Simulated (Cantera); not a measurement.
What does this Cantera script print?

```python
import numpy as np
import cantera as ct

gas_names = """
    CL CL2 H HCL H2 N NH NH2 NH3 N2 N2H2 N2H4 Si SiCL SiCL2 SiCL3 SiCL4 SiH SiHCL3 SiH2 SiH2CL2 SiH3
    SiH3CL SiH4 SiN Si2 Si2N Si3
""".split()
cond_names = """
    NH4CL(a) NH4CL(b) Si(cr) Si(L) Si3N4(a)
""".split()


# ... load() reads the species with a 1 bar reference pressure and builds the phases ...
atoms = {
    'SiCl4': {'Si': 1, 'CL': 4},
    'NH3': {'N': 1, 'H': 3},
}
top_T = {'Si3N4(a)': 2400}  # K; cautious upper limits of use, not melting points


# ... equilibrate(T, P, feed) seeds the gas with the atoms and calls Mixture.equilibrate('TP', solver="vcs", rtol=1e-11, max_steps=5000) ...
results = []
feed = {'SiCl4': 1, 'NH3': 3.3}  # mol
P = 2500  # Pa
for T in [998, 1098, 1198, 1298, 1398, 1498, 1598, 1698, 1798, 1898, 1998, 2098]:
    mix = equilibrate(T, P, feed)
    results.append((T, P, feed, dict(zip(mix.species_names, mix.species_moles))))
    x = sorted(zip(gas.X, gas.species_names), reverse=True)
    print(f"T = {T:g} K  P = {P:g} Pa  gas = {mix.phase_moles(0):.4g} mol")
    print("   x: " + "  ".join(f"{s} {v:.3e}" for v, s in x if v > 0.0001))
    print("   condensed (mol): " + ("  ".join(f"{mix.phase(i).name} {mix.phase_moles(i):.4g}"
          for i in range(1, mix.n_phases) if mix.phase_moles(i) > 1e-12) or "none"))
```

Result:

```
T = 998 K  P = 2500 Pa  gas = 7.847 mol
   x: H2 4.421e-01  HCL 3.772e-01  N2 1.475e-01  SiCL4 3.290e-02  SiHCL3 2.673e-04
   condensed (mol): Si3N4(a) 0.2465
T = 1098 K  P = 2500 Pa  gas = 7.858 mol
   x: H2 4.332e-01  HCL 3.930e-01  N2 1.446e-01  SiCL4 2.848e-02  SiHCL3 4.569e-04  SiCL3 2.402e-04
   condensed (mol): Si3N4(a) 0.2568
T = 1198 K  P = 2500 Pa  gas = 7.87 mol
   x: H2 4.266e-01  HCL 4.040e-01  N2 1.427e-01  SiCL4 2.463e-02  SiCL3 9.806e-04  SiHCL3 6.999e-04  SiCL2 3.453e-04
   condensed (mol): Si3N4(a) 0.2634
T = 1298 K  P = 2500 Pa  gas = 7.896 mol
   x: H2 4.226e-01  HCL 4.077e-01  N2 1.426e-01  SiCL4 2.037e-02  SiCL3 3.044e-03  SiCL2 2.719e-03  SiHCL3 9.529e-04
   condensed (mol): Si3N4(a) 0.262
T = 1398 K  P = 2500 Pa  gas = 7.977 mol
   x: H2 4.231e-01  HCL 3.936e-01  N2 1.472e-01  SiCL2 1.406e-02  SiCL4 1.402e-02  SiCL3 6.793e-03  SiHCL3 1.058e-03
   condensed (mol): Si3N4(a) 0.2378
T = 1498 K  P = 2500 Pa  gas = 8.17 mol
   x: H2 4.328e-01  HCL 3.452e-01  N2 1.610e-01  SiCL2 4.452e-02  SiCL3 9.319e-03  SiCL4 6.229e-03  SiHCL3 8.031e-04
   condensed (mol): Si3N4(a) 0.1675
T = 1598 K  P = 2500 Pa  gas = 8.432 mol
   x: H2 4.525e-01  HCL 2.685e-01  N2 1.814e-01  SiCL2 8.752e-02  SiCL3 7.626e-03  SiCL4 1.644e-03  SiHCL3 3.976e-04  H 2.264e-04  CL 1.063e-04
   condensed (mol): Si3N4(a) 0.06008
T = 1698 K  P = 2500 Pa  gas = 8.579 mol
   x: H2 4.630e-01  HCL 2.272e-01  N2 1.923e-01  SiCL2 1.111e-01  SiCL3 4.772e-03  H 6.223e-04  SiCL4 4.050e-04  CL 2.375e-04  SiHCL3 1.588e-04
   condensed (mol): none
T = 1798 K  P = 2500 Pa  gas = 8.595 mol
   x: H2 4.606e-01  HCL 2.290e-01  N2 1.920e-01  SiCL2 1.128e-01  SiCL3 3.066e-03  H 1.511e-03  CL 5.753e-04  SiCL 1.843e-04  SiCL4 1.349e-04
   condensed (mol): none
T = 1898 K  P = 2500 Pa  gas = 8.614 mol
   x: H2 4.581e-01  HCL 2.296e-01  N2 1.915e-01  SiCL2 1.133e-01  H 3.346e-03  SiCL3 2.041e-03  CL 1.266e-03  SiCL 4.768e-04  Si 1.782e-04
   condensed (mol): none
T = 1998 K  P = 2500 Pa  gas = 8.645 mol
   x: H2 4.541e-01  HCL 2.300e-01  N2 1.908e-01  SiCL2 1.123e-01  H 6.837e-03  CL 2.579e-03  SiCL3 1.403e-03  SiCL 1.107e-03  Si 6.836e-04
   condensed (mol): none
T = 2098 K  P = 2500 Pa  gas = 8.704 mol
   x: H2 4.466e-01  HCL 2.311e-01  N2 1.895e-01  SiCL2 1.091e-01  H 1.301e-02  CL 4.953e-03  SiCL 2.302e-03  Si 2.222e-03  SiCL3 9.872e-04  SiH 1.279e-04
   condensed (mol): none
```

Method: chemical equilibrium by Gibbs-energy minimisation in Cantera with the NASA 1993 tables (ideal gas, pure condensed phases). The tables' values for SiCl3, SiCl, SiN are old estimates; treat these amounts as uncertain. Gases not in the tables: Si2H6 and higher silanes.
